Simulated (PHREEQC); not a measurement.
Dissolve 4.9 mmol/kgw HF and 0.13 mmol/kgw NH4F at 25 °C. Closed to the air; pH follows from the charge balance.

The numbers come from PHREEQC with the ion-association model, phreeqc.dat.

Precipitation was switched off in this run.

### Question
Order these F species by the share of F that they hold, largest first: HF2-, F-, HF.

### Answer
HF (67 %), F- (32 %), HF2- (0.83 %)

The pH is 2.84 and the ionic strength 0.00164 mol/kgw. Species that the database lacks are ignored.
